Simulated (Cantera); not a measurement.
A Cantera script and what it prints.

```python
import numpy as np
import cantera as ct

gas_names = [...]  # 109 gases of nasa_gas.yaml made of C, Cl, H, Si
cond_names = """
    C(gr) C6H6(L) C7H8(L) C8H18(L),n-octa Si(cr) Si(L) SiC(b)
""".split()


# ... load() reads the species with a 1 bar reference pressure and builds the phases ...
atoms = {
    '(CH3)2SiCl2': {'C': 2, 'H': 6, 'Si': 1, 'CL': 2},
    'HCl': {'H': 1, 'CL': 1},
    'H2': {'H': 2},
}
top_T = {'C(gr)': 4500, 'SiC(b)': 3050}  # K; cautious upper limits of use, not melting points


# ... equilibrate(T, P, feed) seeds the gas with the atoms and calls Mixture.equilibrate('TP', solver="vcs", rtol=1e-11, max_steps=5000) ...
results = []
T = 2223  # K
P = 133.322  # Pa
for m in [4.9, 12, 18, 25, 31, 38, 45, 51]:
    feed = {'(CH3)2SiCl2': 1, 'HCl': 0.74, 'H2': m}  # mol
    mix = equilibrate(T, P, feed)
    results.append((T, P, feed, dict(zip(mix.species_names, mix.species_moles))))
    x = sorted(zip(gas.X, gas.species_names), reverse=True)
    print(f"T = {T:g} K  P = {P:g} Pa  n(H2) = {m:g} mol  gas = {mix.phase_moles(0):.4g} mol")
    print("   x: " + "  ".join(f"{s} {v:.3e}" for v, s in x if v > 1e-05))
    print("   condensed (mol): " + ("  ".join(f"{mix.phase(i).name} {mix.phase_moles(i):.4g}"
          for i in range(1, mix.n_phases) if mix.phase_moles(i) > 1e-12) or "none"))
```

It prints:

```
T = 2223 K  P = 133.322 Pa  n(H2) = 4.9 mol  gas = 11.1 mol
   x: H2 5.833e-01  HCL 1.861e-01  H 1.340e-01  Si 3.967e-02  CL 3.103e-02  SiCL2 1.288e-02  SiC2 4.156e-03  SiCL 3.986e-03  Si2C 2.516e-03  C2H2,acetylene 1.693e-03  SiH 4.683e-04  Si2 7.639e-05  SiH2 2.225e-05  C2H 1.435e-05  SiCL3 1.305e-05
   condensed (mol): C(gr) 1.578  SiC(b) 0.2634
T = 2223 K  P = 133.322 Pa  n(H2) = 12 mol  gas = 19.14 mol
   x: H2 6.713e-01  H 1.437e-01  HCL 1.151e-01  Si 3.714e-02  CL 1.789e-02  SiCL2 4.008e-03  SiC2 3.892e-03  Si2C 2.206e-03  SiCL 2.151e-03  C2H2,acetylene 1.948e-03  SiH 4.705e-04  Si2 6.698e-05  SiH2 2.398e-05  C2H 1.539e-05
   condensed (mol): C(gr) 1.733
T = 2223 K  P = 133.322 Pa  n(H2) = 18 mol  gas = 25.71 mol
   x: H2 7.108e-01  H 1.479e-01  HCL 8.840e-02  Si 2.949e-02  CL 1.335e-02  SiC2 3.089e-03  C2H2,acetylene 2.063e-03  SiCL2 1.773e-03  Si2C 1.390e-03  SiCL 1.275e-03  SiH 3.843e-04  Si2 4.221e-05  SiH2 2.016e-05  C2H 1.584e-05
   condensed (mol): C(gr) 1.698
T = 2223 K  P = 133.322 Pa  n(H2) = 25 mol  gas = 33.35 mol
   x: H2 7.383e-01  H 1.508e-01  HCL 6.940e-02  Si 2.369e-02  CL 1.029e-02  SiC2 2.482e-03  C2H2,acetylene 2.143e-03  Si2C 8.971e-04  SiCL2 8.451e-04  SiCL 7.888e-04  SiH 3.146e-04  Si2 2.724e-05  SiH2 1.682e-05  C2H 1.614e-05
   condensed (mol): C(gr) 1.66
T = 2223 K  P = 133.322 Pa  n(H2) = 31 mol  gas = 39.89 mol
   x: H2 7.539e-01  H 1.523e-01  HCL 5.854e-02  Si 2.024e-02  CL 8.586e-03  C2H2,acetylene 2.188e-03  SiC2 2.121e-03  Si2C 6.553e-04  SiCL 5.628e-04  SiCL2 5.033e-04  SiH 2.717e-04  Si2 1.990e-05  C2H 1.631e-05  SiH2 1.468e-05
   condensed (mol): C(gr) 1.628
T = 2223 K  P = 133.322 Pa  n(H2) = 38 mol  gas = 47.51 mol
   x: H2 7.669e-01  H 1.536e-01  HCL 4.947e-02  Si 1.730e-02  CL 7.194e-03  C2H2,acetylene 2.226e-03  SiC2 1.812e-03  Si2C 4.784e-04  SiCL 4.029e-04  SiCL2 3.019e-04  SiH 2.342e-04  C2H 1.645e-05  Si2 1.453e-05  SiH2 1.276e-05
   condensed (mol): C(gr) 1.591
T = 2223 K  P = 133.322 Pa  n(H2) = 45 mol  gas = 55.13 mol
   x: H2 7.764e-01  H 1.546e-01  HCL 4.282e-02  Si 1.509e-02  CL 6.189e-03  C2H2,acetylene 2.253e-03  SiC2 1.581e-03  Si2C 3.642e-04  SiCL 3.024e-04  SiH 2.056e-04  SiCL2 1.950e-04  C2H 1.655e-05  SiH2 1.127e-05  Si2 1.106e-05
   condensed (mol): C(gr) 1.554
T = 2223 K  P = 133.322 Pa  n(H2) = 51 mol  gas = 61.65 mol
   x: H2 7.827e-01  H 1.552e-01  HCL 3.839e-02  Si 1.360e-02  CL 5.526e-03  C2H2,acetylene 2.271e-03  SiC2 1.425e-03  Si2C 2.959e-04  SiCL 2.434e-04  SiH 1.860e-04  SiCL2 1.401e-04  C2H 1.662e-05  SiH2 1.024e-05
   condensed (mol): C(gr) 1.522
```

Equilibrium computed with Cantera from the NASA thermochemical tables; the gas is ideal and each condensed phase is pure. The feed counts by its element totals alone. The tables' values for SiCl, SiCl3 are old estimates; treat these amounts as uncertain. Gases not in the tables: Si2H6 and higher silanes.
